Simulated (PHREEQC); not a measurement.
PHREEQC input (ion-association model, wateq4f.dat):

```
SOLUTION_MASTER_SPECIES
  An  An-  0  An  62.0  # stands for a non-complexing anion
SOLUTION_SPECIES
  An- = An-
    -log_k 0
    -gamma 3.0 0
PHASES
  Fix_H+
    H+ = H+
    -log_k 0
SOLUTION 1
  temp 25
  units mmol/kgw
  pH 7 charge
  As(5) 0.21
  Na 100.42
  An 100
END
SELECTED_OUTPUT 1
  -reset false
  -pH true
  -pe true
  -ionic_strength true
  -water true
  -totals As Na As(3) As(5)
  -molalities Hfo_wOH Hfo_wOH2+ Hfo_wO- Hfo_sOH Hfo_sOH2+ Hfo_sO- Hfo_wH2AsO4 Hfo_wHAsO4- Hfo_wOHAsO4-3
USER_PUNCH 1
  -headings sigma psi
  10 PUNCH EDL("sigma", "Hfo"), EDL("psi", "Hfo")
PRINT
  -reset false
USE solution 1
SURFACE 1
  Hfo_wOH 0.00898876 600 4
  Hfo_sOH 0.000224719
EQUILIBRIUM_PHASES 1
  Fix_H+ -3 HAn 10
    -force_equality true
  O2(g) -0.68 10
END
# ... the last block is repeated for the other 12 points of pH, with NaOH or the acid as the point needs
```

Selected output (columns that matter, 13 of 13 rows; pH added in front):

```
pH	mu	As	Na	m_Hfo_wOH	m_Hfo_wOH2+	m_Hfo_wO-	m_Hfo_sOH	m_Hfo_sOH2+	m_Hfo_sO-	m_Hfo_wH2AsO4	m_Hfo_wHAsO4-	m_Hfo_wOHAsO4-3	sigma	psi
3	0.10603	4.705e-10	0.10042	0.00015213	0.0086265	6.146e-08	3.8942e-06	0.00022082	1.5733e-09	0.00014655	6.3439e-05	1.1576e-08	0.35316	0.15004
3.67	0.1048	2.5396e-10	0.10042	0.00060195	0.0081758	1.0153e-06	1.5409e-05	0.00020928	2.599e-08	7.4651e-05	0.00013492	4.2912e-07	0.33161	0.14712
4.33	0.10398	1.5305e-10	0.10042	0.001731	0.007038	9.7526e-06	4.4309e-05	0.00018016	2.4965e-07	2.896e-05	0.00017483	6.2052e-06	0.28203	0.13907
5	0.10301	1.3237e-10	0.10042	0.0033825	0.0053472	4.9016e-05	8.6585e-05	0.00013688	1.2547e-06	1.041e-05	0.00016164	3.7951e-05	0.2074	0.1237
5.67	0.10209	1.4711e-10	0.10042	0.0048433	0.0037937	0.00014165	0.00012398	9.7112e-05	3.626e-06	3.3702e-06	0.00010562	0.00010101	0.13416	0.10211
6.33	0.1014	2.1709e-10	0.10042	0.0057995	0.0026931	0.00028611	0.00014846	6.8938e-05	7.3239e-06	1.0621e-06	5.6146e-05	0.00015279	0.078565	0.076497
7	0.10091	6.1585e-10	0.10042	0.0063394	0.0019727	0.00046671	0.00016228	5.0496e-05	1.1947e-05	3.7637e-07	2.969e-05	0.00017993	0.039201	0.047147
7.67	0.10056	3.7585e-09	0.10042	0.0066047	0.001514	0.00066004	0.00016907	3.8756e-05	1.6896e-05	1.6105e-07	1.7246e-05	0.00019259	0.011291	0.015364
8.33	0.10027	3.1949e-08	0.10042	0.0067225	0.0011757	0.00088055	0.00017208	3.0096e-05	2.254e-05	7.4088e-08	1.0398e-05	0.0001995	-0.012309	-0.016728
9	0.10051	2.654e-07	0.10101	0.0067135	0.00084846	0.0012169	0.00017185	2.1718e-05	3.115e-05	2.8607e-08	5.5564e-06	0.00020415	-0.040042	-0.048016
9.67	0.10104	1.6675e-06	0.10201	0.0064419	0.00052401	0.0018142	0.00016487	1.3411e-05	4.6432e-05	7.6972e-09	2.3228e-06	0.000206	-0.078144	-0.076331
10.33	0.10192	7.8589e-06	0.10353	0.0056907	0.00026181	0.0028336	0.00014554	6.6959e-06	7.2471e-05	1.3616e-09	7.2647e-07	0.0002014	-0.13037	-0.10073
11	0.10394	3.4217e-05	0.10636	0.0042878	9.5086e-05	0.0044294	0.00010933	2.4246e-06	0.00011294	1.3297e-10	1.4719e-07	0.00017562	-0.19991	-0.12162
```

Complexes and solids missing from the database can't appear. The oxide is taken as insoluble; below pH 4 it would dissolve.
